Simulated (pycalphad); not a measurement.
All values are pycalphad results on the COST 507 light-alloy database (1999) (1 atm), not direct measurements. The data set is of 1999 and partly superseded. Phase fractions are per mole of atoms. Kinetics are ignored, which matters at the lower temperatures.

### Question
Give the equilibrium state of Si-8.54C (at.%) at 2027 °C.

### Answer
LIQUID, fraction 0.836, with 0.39 C at.%; CSI, fraction 0.164, with 50.0 C at.%.

### Question
Give the equilibrium state of Si-8.54C (at.%) at 627 °C.

### Answer
DIAMOND_A4, fraction 0.829, with <0.01 C at.%; CSI, fraction 0.171, with 50.0 C at.%.

Database names, with the compositions (at.%) that they take in these runs: CSI: Si 50 C 50. DIAMOND_A4 is diamond (Si).
